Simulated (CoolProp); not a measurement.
Vapour-liquid equilibrium of R125 (1) + cyclopropane (2) at 14.2 bar; x and y are mole fractions of (1).

Computed with CoolProp (multi-fluid Helmholtz-energy mixture model, Lemmon 2005 and Polt 1992; pair parameters Bell 2016). This equation is an older, rougher fit; its heat capacities, sound speeds and derivatives of the liquid may be far off and weren't checked against measurements.

Q: Give the bubble temperature and the first vapour's composition at x = 0.05, 0.55, 0.85. Is there an azeotrope?

A: x = 0.05: 45.6 °C, y = 0.154; x = 0.55: 26.1 °C, y = 0.637; x = 0.85: 24.8 °C, y = 0.840. y crosses x between x = 0.75 and 0.85: the model has an azeotrope there.

The pair parameters rest on a limited set of measurements; away from them the model extrapolates.
